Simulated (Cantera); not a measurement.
Charge: 1 mol Cu₂O, 4.1 mol CO, 0.5 mol H₂, 3.7 mol C, at 0.133 bar.

Cantera equilibrium calculation (NASA polynomials, part measured and part estimated; ideal gas, pure solids and liquids). Candidate condensed phases: C, C₆H₆, C₇H₈, C₈H₁₈, Cu, CuO, Cu(OH)₂, Cu₂O, H₂O; 113 gas species. Rates play no part.

Over these rows the condensed part is C(graphite) + Cu(s). Partial pressures as log10 of bar:

| T (K) | 1000/T (1/K) | log p H₂O | log p CO | log p H₂ |
|---|---|---|---|---|
| 1023 | 0.9775 | -3.42 | -0.94 | -1.92 |
| 1073 | 0.9320 | -3.73 | -0.92 | -1.92 |
| 1123 | 0.8905 | ? | -0.92 | -1.92 |
| 1173 | 0.8525 | -4.29 | -0.92 | -1.92 |
| 1223 | 0.8177 | -4.54 | -0.92 | -1.92 |
| 1273 | 0.7855 | -4.77 | -0.92 | -1.92 |

**Question.** Fit log p(H₂O) = a + b·(1000/T) to the five rows, give the apparent enthalpy, and predict the row at 1123 K.

**Answer.** Means: 1000/T = 0.8730, log p = -4.150. Sxy = 0.179752, Sxx = 0.0255358, so b = 7.04 and a = -4.150 − (7.04)×0.8730 = -10.30.
Apparent enthalpy: −19.145 × (7.04) = -135 kJ/mol. With the condensed phases at unit activity, CO(g) + H₂(g) = H₂O(g) + C(graphite) links this pressure to the main gases: over the six rows their terms move log p by +0.02 in all, so the slope is close to that reaction's ΔH°. The five rows lie within 0.01 of the line.
Prediction at 1123 K: -10.30 + (7.04)×0.8905 = -4.03. The computed value is -4.02, 0.01 from the line.
